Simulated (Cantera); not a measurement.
A closed system holds: 1 mol Si3N4, 0.076 mol H2O, 33 mol H2, held at 5.20 mbar.

Equilibrium computed with Cantera from the NASA thermochemical tables; the gas is ideal and each condensed phase is pure. Candidate condensed phases: H2O, Si, SiO2, Si2N2O, Si3N4; 35 gas species. The tables' values for SiN are old estimates; treat these amounts as uncertain. Gases not in the tables: Si2H6 and higher silanes. Kinetics and transport are ignored.

Question: At 2125 K, list the 4 most abundant gas species with their mole fractions, and the condensed phases.

Answer: H2 0.862, N2 0.0535, H 0.0468, Si 0.0334. Condensed: Si(l).
